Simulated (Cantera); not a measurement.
Charge: 1 mol SiH₄, 1.9 mol HCl, 9.3 mol H₂, equilibrated at 2475 K and 30000 Pa.

Method: chemical equilibrium by Gibbs-energy minimisation in Cantera with the NASA 1993 tables (ideal gas, pure condensed phases). Candidate condensed phases: Si; 19 gas species. The tables' values for SiCl, SiCl₃ are old estimates; treat these amounts as uncertain. Gases not in the tables: Si₂H₆ and higher silanes. Kinetics and transport are ignored.

Base state: H₂ 0.825, HCl 0.0973, H 0.0373, SiCl₂ 0.0173, Si 0.0131, SiCl 0.00357, Cl 0.00312, SiH 0.00179 (mole fractions); condensed: Si(l).

Task: What changes in the equilibrium state with this change: temperature from 2475 K to 1723.15 K?

Result: 
```tsv
species	before	after
H₂	0.825	0.886
HCl	0.0973	0.0845
SiCl₂	0.0173	0.0279
H	0.0373	0.000314
Si	0.0131	3.29e-6
Si₂	0.000337	1.56e-8
Si₃	5.88e-5	3.87e-9
SiH	0.00179	2.44e-6
SiCl₄	1.39e-7	6.53e-5
SiCl	0.00357	2.25e-5
Si(l), mol	0.488	0.615
```
The tables' values for SiCl₃, SiCl are old estimates; treat these amounts as uncertain.
